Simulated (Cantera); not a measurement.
**Oxide etching and cleaning by halides: Fe₂O₃ + Cl₂ + N₂**

A closed system holds: 1 mol Fe₂O₃, 9.4 mol Cl₂, 13 mol N₂, at 1330 Pa.

Equilibrium computed with Cantera from the NASA thermochemical tables; the gas is ideal and each condensed phase is pure. Candidate condensed phases: Fe, FeCl₂, FeCl₃, FeO, Fe₂O₃, Fe₃O₄; 19 gas species. Condensed phases not in the tables: FeOCl. Equilibrium is a limit: real reactors are often held back by kinetics, nucleation or transport.

From 350 °C to 750 °C the condensed part is Fe₂O₃(s). From 850 °C to 1650 °C nothing is condensed. The main Fe-bearing gas is FeCl₃ at 350 °C and FeCl₂ at 1650 °C.

| T (°C) | log p N₂ | log p Cl | log p Cl₂ | log p FeCl₃ | log p FeCl₂ | log p O₂ | n Fe₂O₃(s) |
|---|---|---|---|---|---|---|---|
| 350 | -2.11 | -8.44 | -2.25 | -6.03 | -10.85 | -6.11 | 0.999 |
| 450 | -2.11 | -7.01 | -2.25 | -4.99 | -8.53 | -5.11 | 0.991 |
| 550 | -2.11 | -5.93 | -2.26 | -4.23 | -6.80 | -4.35 | 0.950 |
| 650 | -2.11 | -5.09 | -2.28 | -3.67 | -5.46 | -3.79 | 0.815 |
| 750 | -2.12 | -4.43 | -2.33 | -3.26 | -4.41 | -3.36 | 0.500 |
| 850 | -2.13 | -3.91 | -2.43 | -3.04 | -3.64 | -3.06 | 0 |
| 950 | -2.13 | -3.44 | -2.44 | -3.17 | -3.35 | -3.07 | 0 |
| 1050 | -2.15 | -3.05 | -2.47 | -3.37 | -3.18 | -3.09 | 0 |
| 1150 | -2.17 | -2.74 | -2.54 | -3.63 | -3.09 | -3.11 | 0 |
| 1250 | -2.19 | -2.51 | -2.69 | -3.93 | -3.06 | -3.13 | 0 |
| 1350 | -2.22 | -2.36 | -2.91 | -4.27 | -3.06 | -3.16 | 0 |
| 1450 | -2.24 | -2.27 | -3.21 | -4.64 | -3.06 | -3.18 | 0 |
| 1550 | -2.25 | -2.23 | -3.55 | -4.99 | -3.07 | -3.19 | 0 |
| 1650 | -2.25 | -2.21 | -3.90 | -5.33 | -3.07 | -3.20 | 0 |
log p: log10 of the partial pressure in bar; n: condensed amount in mol.
